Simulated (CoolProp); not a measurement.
Vapour-liquid equilibrium of R124 (1) + R142b (2) at 0.493 MPa; x and y are mole fractions of (1).

The numbers come from the multi-fluid Helmholtz-energy mixture model, de Vries 1995 and Lemmon 2006; pair parameters Bell 2016 in CoolProp.

Give the bubble temperature and the first vapour's composition at x = 0.5, 0.65, 0.8. Is there an azeotrope?

x = 0.5: 309.3 K, y = 0.524; x = 0.65: 308.7 K, y = 0.675; x = 0.8: 307.9 K, y = 0.822. No azeotrope shows between x = 0.05 and 0.95.

The pair parameters rest on a limited set of measurements; away from them the model extrapolates.
